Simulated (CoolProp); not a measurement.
100 sccm (0 °C, 1 atm) of nitrogen bubbles through liquid dimethyl carbonate at 317.3 K and leaves saturated at a total pressure of 0.15 MPa (ideal gas phase). Each further row changes one setting.

The numbers come from the reference Helmholtz-energy equation of state, Zhou 2011 in CoolProp.

| case | vapour pressure (kPa) | mole fraction of vapour | delivery (mg/min) | delivery (sccm) | change of delivery for a bath 1 K warmer (%) |
|---|---|---|---|---|---|
| as stated | 18.1 | 0.120 | 55.1 | 13.7 | 5.1 |
| bath temperature 322.3 K | ? | 0.150 | ? | ? | 5.1 |
| total pressure 0.3 MPa | 18.1 | 0.0602 | ? | ? | ? |

Q: Some entries are withheld; supply them.

A: 
- bath temperature 322.3 K, vapour pressure (kPa): 22.4
- bath temperature 322.3 K, delivery (mg/min): 70.7
- bath temperature 322.3 K, delivery (sccm): 17.6
- total pressure 0.3 MPa, delivery (mg/min): 25.8
- total pressure 0.3 MPa, delivery (sccm): 6.41
- total pressure 0.3 MPa, change of delivery for a bath 1 K warmer (%): 4.8
